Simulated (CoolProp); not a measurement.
A single-stage vapour-compression cycle with R507A: evaporating at 238.15 K (dew point), condensing at 299.15 K (bubble point), superheat 5 K, subcooling 2 K, compressor efficiency 0.65, no pressure losses. Each further row changes one setting.

Computed with CoolProp (reference Helmholtz-energy equation of state, Lemmon 2003). It is a pseudo-pure fit of the blend.

| case | cooling COP | pressure ratio | discharge temperature (K) | refrigerating effect (kJ/kg) | volumetric capacity (kJ/m³) |
|---|---|---|---|---|---|
| as stated | 1.77 | 7.63 | 332.4 | 112 | 1010 |
| evaporating temperature 243.15 K | (withheld) | 6.19 | (withheld) | 115 | 1270 |
| condensing temperature 294.15 K | 2.02 | 6.68 | (withheld) | 120 | 1080 |
| subcooling 7 K | (withheld) | 7.63 | 332.4 | 120 | 1080 |
| superheat 15 K | 1.80 | 7.63 | 343.4 | (withheld) | 1030 |
| compressor efficiency 0.55 | (withheld) | 7.63 | 343.2 | 112 | 1010 |

Question: Some entries are withheld; supply them.

Answer: 
- evaporating temperature 243.15 K, cooling COP: 2.03
- evaporating temperature 243.15 K, discharge temperature (K): 329.1
- condensing temperature 294.15 K, discharge temperature (K): 326.2
- subcooling 7 K, cooling COP: 1.89
- superheat 15 K, refrigerating effect (kJ/kg): 121
- compressor efficiency 0.55, cooling COP: 1.50
